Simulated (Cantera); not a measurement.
Charge: 1 mol B, 1 mol N2, equilibrated at 11.0 Pa.

Equilibrium computed with Cantera from the NASA thermochemical tables; the gas is ideal and each condensed phase is pure. Candidate condensed phases: B, BN; 5 gas species. N2 is the only nitrogen source here; it is nearly inert below about 1500 K, so the nitride shown seldom forms there in practice. Kinetics and transport are ignored.

Problem. Which condensed phases are stable at each of these points (T (K)): 925, 1025, 1125, 1225, 1325, 1425, 1525, 1625, 1725, 1825, 1925, 2025, 2125, 2225?

Solution. 
```csv
T (K),condensed phases,B condensed (%)
925,BN(s),100.0
1025,BN(s),100.0
1125,BN(s),100.0
1225,BN(s),100.0
1325,BN(s),100.0
1425,BN(s),100.0
1525,BN(s),100.0
1625,BN(s),100.0
1725,BN(s),100.0
1825,BN(s),100.0
1925,BN(s),100.0
2025,B(s),99.8
2125,B(s),99.1
2225,B(s),96.4
```

From 925 K to 1925 K the condensed part is BN(s). From 2025 K to 2225 K the condensed part is B(s).
